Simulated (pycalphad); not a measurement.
Freezing of Sn-Si alloys with rising Si

All values are pycalphad results on the COST 507 light-alloy database (1999) (1 atm), not direct measurements. These are 1990s assessments: newer ones move some temperatures and phases. Phase fractions are per mole of atoms.

Scheil-Gulliver runs (no diffusion in the solid, steps of 2 K) beside full equilibrium.

| alloy | liquidus (°C) | Scheil, half solid (°C) | Scheil, 80 % solid (°C) | Scheil, invariant end (°C) | liquid left at that end | equilibrium solidus (°C) |
|---|---|---|---|---|---|---|
| Sn-0.19Si (at.%) | 666 | at the invariant end | at the invariant end | 232 | 1.00 | 232 |
| Sn-0.37Si (at.%) | 733 | at the invariant end | at the invariant end | 232 | 1.00 | 232 |
| Sn-0.56Si (at.%) | 778 | at the invariant end | at the invariant end | 232 | 0.99 | 232 |
| Sn-0.74Si (at.%) | 810 | at the invariant end | at the invariant end | 232 | 0.99 | 232 |
| Sn-1.11Si (at.%) | 860 | at the invariant end | at the invariant end | 232 | 0.99 | 232 |
